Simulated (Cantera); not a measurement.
# Low-pressure radical oxidation in H2/O2

An isothermal, constant-pressure homogeneous reactor starts with H₂ : O₂ = 0.0057 : 0.27 (molar parts), equivalence ratio 0.011, at 1325 K and 0.0120 bar.

Computed with Cantera and the H2/O2 subset of GRI-Mech 3.0, which has no nitrogen chemistry. Radical loss at walls, strong at low pressure, is not modelled.

| t (s) | x H₂ | x O₂ | x H₂O₂ | x O | x OH | x HO₂ |
|---|---|---|---|---|---|---|
| 9.00e-6 | 0.0207 | 0.979 | <1e-12 | 1.82e-10 | 1.81e-10 | 1.28e-9 |
| 4.19e-5 | 0.0207 | 0.979 | <1e-12 | 2.86e-9 | 2.76e-9 | 5.96e-9 |
| 0.000195 | 0.0207 | 0.979 | 1.09e-11 | 3.29e-8 | 2.85e-8 | 2.78e-8 |
| 0.000911 | 0.0207 | 0.979 | 2.19e-10 | 1.56e-6 | 1.22e-6 | 1.31e-7 |
| 0.00424 | 0.000672 | 0.961 | 4.34e-8 | 0.0157 | 0.00305 | 1.19e-6 |
| 0.0198 | 0.000153 | 0.962 | 2.52e-8 | 0.0158 | 0.00214 | 9.46e-7 |
| 0.0921 | 0.000109 | 0.967 | 2.36e-8 | 0.0111 | 0.00182 | 8.17e-7 |
| 0.429 | 3.51e-5 | 0.975 | 1.67e-8 | 0.00344 | 0.00104 | 4.60e-7 |
| 2.00 | 3.82e-6 | 0.979 | 5.81e-9 | 0.000368 | 0.000343 | 1.11e-7 |
x: mole fraction; the columns are a selection and need not sum to one.

Equilibrium at this temperature and pressure: H₂ 2.60e-8, O₂ 0.979, H₂O₂ 1.50e-10, O 2.50e-6, OH 2.84e-5, HO₂ 2.27e-8 (gas phase only).
